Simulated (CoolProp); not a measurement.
Vapour-liquid equilibrium of CH2F2 (R32) (1) + R227EA (2) at 0.291 MPa; x and y are mole fractions of (1).

Model: multi-fluid Helmholtz-energy mixture model, Tillner-Roth 1997 and Lemmon 2016; pair parameters Bell 2016, in CoolProp.

Give the bubble temperature and the first vapour's composition at x = 0.05, 0.35, 0.8. Is there an azeotrope?

x = 0.05: 279.8 K, y = 0.173; x = 0.35: 260.3 K, y = 0.712; x = 0.8: 248.0 K, y = 0.930. No azeotrope shows between x = 0.05 and 0.95.

Pair parameters are fitted to limited data, so mixtures are less certain than the pure fluids.
